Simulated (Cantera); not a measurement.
Cantera run, input and output.

```python
import numpy as np
import cantera as ct

gas = ct.Solution("gri30.yaml")
gas.TPX = 1148, 2666, {'H2': 0.081, 'O2': 1}
reactor = ct.IdealGasConstPressureReactor(gas, energy="off", clone=False)
net = ct.ReactorNet([reactor])
net.rtol, net.atol = 1e-08, 1e-18
show = ['H2', 'O2', 'H2O', 'H', 'HO2']
times = np.geomspace(4e-05, 40, 10)

steps = ct.SolutionArray(gas, extra=["t"])
rows = []
print(f"{'t/s':>10s}{'T/K':>9s}{'P/Pa':>11s}" + "".join(f"{s:>11s}" for s in show))
for t in times:
    while net.time < t:
        t_next = net.step()
        steps.append(gas.state, t=t_next)
    rows.append([np.interp(t, steps.t, y) for y in (steps.T, steps.P, *steps(*show).X.T)])
    print(f"{t:10.3e}{rows[-1][0]:9.1f}{rows[-1][1]:11.4g}" + "".join(f"{x:11.3e}" for x in rows[-1][2:]))
rate = np.gradient(steps.T, steps.t)
print("integrator steps:", len(steps.t))
if steps.T.max() > steps.T[0] + 200:
    print(f"time of steepest temperature rise: {steps.t[rate.argmax()]:.4e} s")
gas.TPX = 1148, 2666, {'H2': 0.081, 'O2': 1}
gas.equilibrate("TP")
print(f"equilibrium (TP): T = {gas.T:.1f} K  " + "  ".join(f"{s} {gas[s].X[0]:.3e}" for s in show))
```

It prints:

```
       t/s      T/K       P/Pa         H2         O2        H2O          H        HO2
 4.000e-05   1148.0       2666  7.493e-02  9.251e-01  4.288e-10  1.372e-09  1.827e-09
 1.857e-04   1148.0       2666  7.493e-02  9.251e-01  3.233e-08  1.724e-08  8.702e-09
 8.618e-04   1148.0       2666  7.379e-02  9.243e-01  8.285e-04  3.390e-04  4.001e-06
 4.000e-03   1148.0       2666  1.274e-03  8.921e-01  6.914e-02  8.298e-03  1.045e-05
 1.857e-02   1148.0       2666  2.096e-04  9.173e-01  7.649e-02  5.111e-04  5.980e-06
 8.618e-02   1148.0       2666  1.167e-05  9.218e-01  7.765e-02  7.012e-06  1.113e-06
 4.000e-01   1148.0       2666  8.131e-07  9.221e-01  7.780e-02  1.407e-07  1.283e-07
 1.857e+00   1148.0       2666  9.445e-08  9.221e-01  7.783e-02  5.928e-09  1.902e-08
 8.618e+00   1148.0       2666  1.527e-08  9.221e-01  7.784e-02  3.981e-10  5.942e-09
 4.000e+01   1148.0       2666  3.362e-09  9.221e-01  7.784e-02  4.179e-11  6.611e-09
integrator steps: 1957
equilibrium (TP): T = 1148.0 K  H2 2.052e-09  O2 9.222e-01  H2O 7.784e-02  H 2.001e-11  HO2 7.924e-09
```

Model: GRI-Mech 3.0 (53 species, 325 reactions), integrated in Cantera. Radical loss at walls, strong at low pressure, is not modelled. The temperature is held fixed by assumption; the heat of reaction is taken as removed at once.
